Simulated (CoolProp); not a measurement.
Ethanol at 493.73 K and 6.23 MPa flows at 0.056 m/s in a round tube of 25 mm bore and 15 µm roughness, fully developed (64/Re and Nu = 3.66 if laminar; Colebrook and Gnielinski if turbulent). Each further row changes one setting.

Computed with CoolProp (reference Helmholtz-energy equation of state, Schroeder 2014).

```csv
case,Reynolds number,Darcy friction factor,pressure drop (Pa/m),heat-transfer coefficient (W/(m² K)),mass flow (kg/h)
as stated,9480,[?],1.05,291,[?]
velocity 0.112 m/s,19000,[?],[?],[?],103
diameter 50 mm,19000,0.0269,[?],268,206
```

**Question.** Complete the blanks.

**Answer.** 
- as stated, Darcy friction factor: 0.0322
- as stated, mass flow (kg/h): 51.5
- velocity 0.112 m/s, Darcy friction factor: 0.0275
- velocity 0.112 m/s, pressure drop (Pa/m): 3.59
- velocity 0.112 m/s, heat-transfer coefficient (W/(m² K)): 545
- diameter 50 mm, pressure drop (Pa/m): 0.438

Viscosity comes from a separate model (Kiselev 2005). Thermal conductivity comes from a separate model (Assael 2013).
